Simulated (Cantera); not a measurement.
A perfectly stirred reactor is fed with CH3OH : O2 : N2 = 0.0048 : 0.01 : 1 (molar parts), equivalence ratio 0.72, at 0.970 bar; it is held at 1500 K, and followed from long to short residence time.

Computed with Cantera and GRI-Mech 3.0 (53 species, 325 reactions). GRI-Mech 3.0 was tuned for natural gas; its chemistry of methanol as a main component is partial and can be far from experiment.

### Question
What does this change do: pressure from 0.970 bar to 4.10 bar?

### Answer
| quantity | before | after |
|---|---|---|
| x(CH3OH) at τ = 4.70 s | 1.62e-7 | 1.07e-7 |
| x(O2) at τ = 4.70 s | 0.00275 | 0.00275 |
| x(CO) at τ = 4.70 s | 2.42e-5 | 7.33e-6 |
| x(H2O) at τ = 4.70 s | 0.00940 | 0.00942 |
| x(NO) at τ = 4.70 s | 4.40e-6 | 2.50e-6 |
| x(CH3OH) at τ = 44.0 ms | 1.89e-6 | 2.09e-6 |
| x(O2) at τ = 44.0 ms | 0.00299 | 0.00283 |
| x(CO) at τ = 44.0 ms | 0.000411 | 0.000161 |
| x(H2O) at τ = 44.0 ms | 0.00905 | 0.00934 |
| x(NO) at τ = 44.0 ms | 2.90e-6 | 2.84e-6 |
